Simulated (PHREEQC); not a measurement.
Dissolve 0.069 mol HCl, 0.00017 mol Li2SO4 and 0.0092 mol MnSO4 per kg of water at 23 °C. Closed to the air; pH follows from the charge balance.

Computed with PHREEQC (ion-association model, phreeqc.dat).

Precipitation was switched off in this run.

Q: Predict the pH, density, ionic strength.

A: pH 1.28; density 1.000 g/cm³; ionic strength 0.0899 mol/kgw.

Q: In which forms is S present?

A: HSO4- 66 %, SO4-2 28 %, MnSO4 5.8 % of the S.
